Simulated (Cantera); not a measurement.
A closed system holds: 1 mol Cu, 0.15 mol H2O, 180 mol H2, equilibrated at 1400 °C and 0.100 bar.

Method: chemical equilibrium by Gibbs-energy minimisation in Cantera with the NASA 1993 tables (ideal gas, pure condensed phases). Candidate condensed phases: Cu, CuO, Cu(OH)2, Cu2O, H2O; 12 gas species. Rates play no part.

Q: What is the equilibrium state?

A: 
| Quantity | Result |
|---|---|
| x(H2) | 0.998 |
| x(Cu) | 0.00111 |
| x(H2O) | 0.000832 |
| x(H) | 0.000360 |
| x(Cu2) | 1.17e-6 |
| n(Cu(l)) | 0.799 mol |
| gas amount | 180.4 mol |
